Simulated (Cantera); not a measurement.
**Stirred combustor or abatement burner**

A perfectly stirred reactor is fed with CO : H₂ : O₂ : N₂ : CO₂ = 1 : 0.044 : 0.373 : 1.4 : 0.13 (molar parts), equivalence ratio 1.4, at 23000 Pa; it is adiabatic with a 675 K inlet, and is followed from long to short residence time, starting on the burning branch (τ in s: 0.29, 0.12, 0.051, 0.021, 0.0089, 0.0037, 0.0016, 0.00065, 0.00027, 0.00011, 4.7e-05).

Cantera simulation using GRI-Mech 3.0 (53 species, 325 reactions); the numbers are that mechanism's predictions, not measurements.

| τ (s) | T (K) | x CO | x H₂ | x O₂ | x O | x NO₂ |
|---|---|---|---|---|---|---|
| 0.29 | 2331 | 0.147 | 0.00119 | 0.0139 | 0.00301 | 2.67e-7 |
| 0.12 | 2248 | 0.156 | 0.00130 | 0.0186 | 0.00465 | 1.74e-7 |
| 0.051 | 2127 | 0.168 | 0.00145 | 0.0249 | 0.00759 | 7.15e-8 |
| 0.021 | 1974 | 0.182 | 0.00159 | 0.0311 | 0.0121 | 1.98e-8 |
| 0.0089 | 1812 | 0.193 | 0.00162 | 0.0359 | 0.0176 | 8.51e-9 |
| 0.0037 | 1633 | 0.203 | 0.00143 | 0.0398 | 0.0243 | 6.30e-9 |
| 0.0016 | 1450 | 0.216 | 0.00114 | 0.0455 | 0.0294 | 4.59e-9 |
| 0.00065 | 1200 | 0.260 | 0.00183 | 0.0733 | 0.0185 | 9.85e-10 |
| 0.00027 | 675 | 0.339 | 0.0149 | 0.127 | <1e-12 | <1e-12 |
| 0.00011 | 675 | 0.339 | 0.0149 | 0.127 | <1e-12 | <1e-12 |
| 4.7e-5 | 675 | 0.339 | 0.0149 | 0.127 | <1e-12 | <1e-12 |
x: mole fraction; the columns are a selection and need not sum to one.
